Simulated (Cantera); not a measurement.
A Cantera script and what it prints.

```python
import numpy as np
import cantera as ct

gas_names = """
    B BH BH2 BH3 BN BO BO2 B2 B2O B2O2 B2O3 B3O3H3 H HBO HBO2 HNO HNO2 HNO3 HO2 H2 H2O H2O2 H3B3O6 N NH
    NH2 NH3 NH2OH NO NO2 NO3 N2 N2H2 N2H4 N2O O OH O2 O3
""".split()
cond_names = """
    B(b) B(L) BN(s) B2O3(L) B3O3H3(cr) H2O(s) H2O(L)
""".split()


def load(file, names, dense=False):
    # The tables refer to 1 bar. Condensed volumes are neglected.
    table = {s.name: s for s in ct.Species.list_from_file(file)}
    out = []
    for n in names:
        d = dict(table[n].input_data)
        d["thermo"] = dict(d["thermo"], **{"reference-pressure": 1e5})
        if dense:
            d["equation-of-state"] = {"model": "constant-volume", "density": "1e6 g/cm^3"}
        out.append(ct.Species.from_dict(d))
    return out


gas = ct.Solution(thermo="ideal-gas", species=load("nasa_gas.yaml", gas_names))
cond = {s.name: ct.Solution(thermo="fixed-stoichiometry", species=[s], name=s.name)
        for s in load("nasa_condensed.yaml", cond_names, dense=True)}
atoms = {
    'B2O3': {'B': 2, 'O': 3},
    'NH3': {'N': 1, 'H': 3},
}
top_T = {'BN(s)': 3200}  # K; cautious upper limits of use, not melting points


def equilibrate(T, P, feed):
    n = {}
    for name, mol in feed.items():
        for a, k in atoms[name].items():
            n[a] = n.get(a, 0.0) + k * mol
    gas.TPX = T, P, n
    mass = sum(n.values()) * gas.mean_molecular_weight
    gas.equilibrate("TP")
    valid = [c for c in cond.values() if c.min_temp <= T <= top_T.get(c.name, c.max_temp)]
    mix = ct.Mixture([(gas, mass / gas.mean_molecular_weight)] + [(c, 0.0) for c in valid])
    mix.T, mix.P = T, P
    mix.equilibrate("TP", solver="vcs", rtol=1e-11, max_steps=5000)
    return mix


results = []
feed = {'B2O3': 1, 'NH3': 1.6}  # mol
T = 2050  # K
P = 100000  # Pa
mix = equilibrate(T, P, feed)
results.append((T, P, feed, dict(zip(mix.species_names, mix.species_moles))))
x = sorted(zip(gas.X, gas.species_names), reverse=True)
print(f"T = {T:g} K  P = {P:g} Pa  gas = {mix.phase_moles(0):.4g} mol")
print("   x: " + "  ".join(f"{s} {v:.3e}" for v, s in x if v > 0.0001))
print("   condensed (mol): " + ("  ".join(f"{mix.phase(i).name} {mix.phase_moles(i):.4g}"
      for i in range(1, mix.n_phases) if mix.phase_moles(i) > 1e-12) or "none"))
```

Result:

```
T = 2050 K  P = 100000 Pa  gas = 3.686 mol
   x: H2 5.956e-01  N2 2.170e-01  B2O3 7.074e-02  HBO2 5.461e-02  HBO 4.500e-02  B2O2 8.606e-03  H2O 4.756e-03  BO 1.832e-03  H 1.751e-03
   condensed (mol): B2O3(L) 0.5204
```

Cantera equilibrium calculation (NASA polynomials, part measured and part estimated; ideal gas, pure solids and liquids).
